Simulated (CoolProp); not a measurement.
Vapour-liquid equilibrium of hydrogen sulfide (1) + n-pentane (2) at 270.3 K; x and y are mole fractions of (1).

Values from CoolProp's multi-fluid Helmholtz-energy mixture model, Lemmon 2006 and Thol 2019; pair parameters Kunz 2012.

Give the bubble pressure and the first vapour's composition at x = 0.125, 0.425, 0.725. Is there an azeotrope?

x = 0.125: 0.1909 MPa, y = 0.896; x = 0.425: 0.5624 MPa, y = 0.971; x = 0.725: 0.7401 MPa, y = 0.983. No azeotrope shows between x = 0.05 and 0.95.

The pair parameters rest on a limited set of measurements; away from them the model extrapolates.
